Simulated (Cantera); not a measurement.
**Stirred combustor or abatement burner**

A perfectly stirred reactor is fed with CH₄ : C₂H₆ : C₃H₈ : O₂ : N₂ : CO₂ = 1 : 0.048 : 0.037 : 2.74 : 10.3 : 0.72 (molar parts), equivalence ratio 0.86, at 88000 Pa; it is adiabatic with a 750 K inlet, and is followed from long to short residence time, starting on the burning branch (τ in s: 0.079, 0.03, 0.012, 0.0045, 0.0017, 0.00067, 0.00026, 9.9e-05, 3.8e-05, 1.5e-05, 5.6e-06).

Cantera simulation using GRI-Mech 3.0 (53 species, 325 reactions); the numbers are that mechanism's predictions, not measurements.

```
τ (s)    T (K)     x CH₄   x C₂H₆   x C₃H₈    x NO₂   x C₂H₂     x C₂H
-------  -----  --------  -------  -------  -------  -------  --------
0.079     2253   2.50e-6  1.59e-8  1.43e-8  6.87e-7  1.09e-7  9.06e-10
0.030     2240   5.82e-6  4.10e-8  3.58e-8  3.57e-7  2.31e-7   2.06e-9
0.012     2212   1.21e-5  9.86e-8  8.15e-8  1.73e-7  4.10e-7   3.96e-9
0.0045    2162   2.52e-5  2.45e-7  1.87e-7  7.26e-8  6.51e-7   6.83e-9
0.0017    2096   5.28e-5  5.85e-7  4.13e-7  3.06e-8  9.51e-7   1.03e-8
0.00067   2022  0.000113  1.34e-6  8.94e-7  1.48e-8  1.39e-6   1.43e-8
0.00026   1942  0.000268  3.28e-6  2.10e-6  7.87e-9  2.35e-6   2.12e-8
9.9e-5    1856  0.000774  9.53e-6  5.95e-6  4.40e-9  5.78e-6   3.93e-8
3.8e-5     750    0.0674  0.00323  0.00249   <1e-12   <1e-12    <1e-12
1.5e-5     750    0.0674  0.00323  0.00249   <1e-12   <1e-12    <1e-12
5.6e-6     750    0.0674  0.00323  0.00249   <1e-12   <1e-12    <1e-12
```
x: mole fraction; the columns are a selection and need not sum to one.
